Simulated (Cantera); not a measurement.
A Cantera script and its output.

```python
import numpy as np
import cantera as ct

gas = ct.Solution("gri30.yaml", transport_model="mixture-averaged")
show = ['H', 'NO', 'OH']

rows = []
print(f"{'T/K':>7s}{'rho':>11s}{'cp':>10s}{'mu':>11s}{'lambda':>11s}{'Pr':>7s}" + "".join(f"{'D_' + s:>11s}" for s in show))
for T in [400, 650, 900, 1150, 1400, 1650, 1900, 2150]:
    gas.TPX = T, 13332, {'N2O': 0.96}
    Pr = gas.cp_mass * gas.viscosity / gas.thermal_conductivity
    D = [gas.mix_diff_coeffs_mole[gas.species_index(s)] for s in show]
    rows.append([gas.density, gas.cp_mass, gas.viscosity, gas.thermal_conductivity, Pr, *D])
    print(f"{T:7g}{gas.density:11.4e}{gas.cp_mass:10.1f}{gas.viscosity:11.4e}"
          f"{gas.thermal_conductivity:11.4e}{Pr:7.3f}" + "".join(f"{d:11.4e}" for d in D))
print("SI units: kg/m3, J/kg/K, Pa s, W/m/K, m2/s")
```

It prints:

```
    T/K        rho        cp         mu     lambda     Pr        D_H       D_NO       D_OH
    400 1.7643e-01     970.3 1.9459e-05 2.5465e-02  0.741 1.2619e-03 1.9628e-04 3.1211e-04
    650 1.0857e-01    1126.8 2.9093e-05 4.4367e-02  0.739 2.9979e-03 4.5940e-04 7.2585e-04
    900 7.8415e-02    1226.6 3.7113e-05 6.1547e-02  0.740 5.2565e-03 8.0028e-04 1.2610e-03
   1150 6.1368e-02    1285.1 4.4145e-05 7.7125e-02  0.736 7.9708e-03 1.2095e-03 1.9032e-03
   1400 5.0410e-02    1326.8 5.0510e-05 9.1407e-02  0.733 1.1099e-02 1.6810e-03 2.6433e-03
   1650 4.2772e-02    1359.1 5.6394e-05 1.0465e-01  0.732 1.4612e-02 2.2106e-03 3.4746e-03
   1900 3.7144e-02    1383.6 6.1915e-05 1.1706e-01  0.732 1.8489e-02 2.7950e-03 4.3922e-03
   2150 3.2825e-02    1402.0 6.7153e-05 1.2879e-01  0.731 2.2712e-02 3.4318e-03 5.3920e-03
SI units: kg/m3, J/kg/K, Pa s, W/m/K, m2/s
```

Detailed kinetics in Cantera: GRI-Mech 3.0 (53 species, 325 reactions). The composition is frozen, though it would react at the higher temperatures.
